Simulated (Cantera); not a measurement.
**Pyrogenic steam for wet oxidation**

A perfectly stirred reactor is fed with 13.4 % H2, 7.87 % O2, 78.7 % N2, at 143 Torr; it is held at 975 K, and followed from long to short residence time.

Cantera simulation using the H2/O2 subset of GRI-Mech 3.0, which has no nitrogen chemistry; the numbers are that mechanism's predictions, not measurements. The temperature is held fixed by assumption; the heat of reaction is taken as removed at once.

| τ (s) | x H2 | x O2 | x HO2 | x H2O | x H | x O |
|---|---|---|---|---|---|---|
| 1.4 | 0.000969 | 0.0131 | 3.37e-6 | 0.142 | 5.36e-5 | 2.74e-5 |
| 0.50 | 0.00177 | 0.0135 | 3.82e-6 | 0.141 | 0.000145 | 5.41e-5 |
| 0.18 | 0.00315 | 0.0142 | 4.25e-6 | 0.140 | 0.000376 | 0.000103 |
| 0.063 | 0.00563 | 0.0155 | 4.76e-6 | 0.137 | 0.000956 | 0.000191 |
| 0.022 | 0.00988 | 0.0178 | 5.48e-6 | 0.131 | 0.00227 | 0.000346 |
| 0.0079 | 0.0167 | 0.0217 | 6.49e-6 | 0.122 | 0.00480 | 0.000595 |
| 0.0028 | 0.0279 | 0.0280 | 7.89e-6 | 0.108 | 0.00913 | 0.000978 |
x: mole fraction; the columns are a selection and need not sum to one.
